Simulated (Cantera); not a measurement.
Ignition delay

Mixture: H2 : O2 : N2 : H2O = 1 : 1.09 : 4.46 : 0.43 (molar parts), equivalence ratio 0.46, at 4650 Torr, adiabatic and at constant volume. Ignition delay is the time to a rise of 400 K.

Computed with Cantera and the H2/O2 subset of GRI-Mech 3.0, which has no nitrogen chemistry. The hydrogen kinetics of GRI-Mech 3.0 are dated; newer H2 mechanisms differ, most at raised pressure. Below about 950 K walls govern HO2 and H2O2 in real vessels.

```tsv
T0 (K)	delay (ms)
900	228
975	32.6
1050	5.65
1125	1.03
1200	0.136
1275	0.0144
1350	0.00655
1425	0.00417
1500	0.00304
```

```yaml
apparent activation energy between 1350 and 1500 K: 86 kJ/mol
```
